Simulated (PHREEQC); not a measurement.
# Alkaline etch or developer: an equilibrium model

Consider water at 25 °C with 0.16 mol NH3, 0.001 mol Na2SiO3 and 0.00012 mol K3PO4 per kg of water. Closed to the air; pH follows from the charge balance.

All values are PHREEQC results (ion-association model, wateq4f.dat), not measurements.

```json
{
  "pH": "11.36",
  "ionic_strength": "0.00384 mol/kgw",
  "total_alkalinity": "162 meq/kg"
}
```

```json
[
 {"species": "NH3", "molality": "0.159", "activity": "0.159", "log γ": "0.000"},
 {"species": "OH-", "molality": "0.00243", "activity": "0.00227", "log γ": "-0.029"},
 {"species": "Na+", "molality": "0.00200", "activity": "0.00187", "log γ": "-0.029"},
 {"species": "NH4+", "molality": "0.00131", "activity": "0.00123", "log γ": "-0.029"},
 {"species": "H3SiO4-", "molality": "0.000955", "activity": "0.000893", "log γ": "-0.029"},
 {"species": "K+", "molality": "0.000360", "activity": "0.000336", "log γ": "-0.029"},
 {"species": "HPO4-2", "molality": "0.000105", "activity": "8.04e-5", "log γ": "-0.115"},
 {"species": "H4SiO4", "molality": "2.67e-5", "activity": "2.67e-5", "log γ": "0.000"}
]
```

No solid was allowed to form. H3PO4, which wateq4f.dat lacks, is added to it with the constant of phreeqc.dat.
